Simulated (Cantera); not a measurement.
Input: 1 mol TiCl₄, 0.38 mol C₃H₈, 17 mol H₂, held at 13.0 Pa.

These are equilibrium values from Cantera (NASA tables, ideal gas, pure condensed phases), not measurements of a reactor. Candidate condensed phases: C, C₆H₆, C₇H₈, C₈H₁₈, Ti, TiC, TiCl₂, TiCl₃, TiCl₄; 96 gas species. The tables' values for TiCl₂ are old estimates; treat these amounts as uncertain. TiC: taken at fixed stoichiometry. Rates play no part. All values below are at 1848 K.

Base state: H₂ 0.769, HCl 0.183, H 0.0408, Cl 0.00736, C₂H₂ (acetylene) 0.000198, TiCl₂ 6.61e-5, TiCl₃ 1.20e-5 (mole fractions); condensed: C(graphite) + TiC(s).

Problem. What changes in the equilibrium state with this change: TiCl₄ replaced by Ti?

Solution. 
```csv
species,before,after
H₂,0.769,0.954
H,0.0408,0.0454
C₂H₂ (acetylene),0.000198,0.000246
HCl,0.183,0
Cl,0.00736,0
TiCl₂,6.61e-5,0
TiCl₃,1.20e-5,0
"C(graphite), mol",0.133,0.131
"TiC(s), mol",0.998,1.000
```
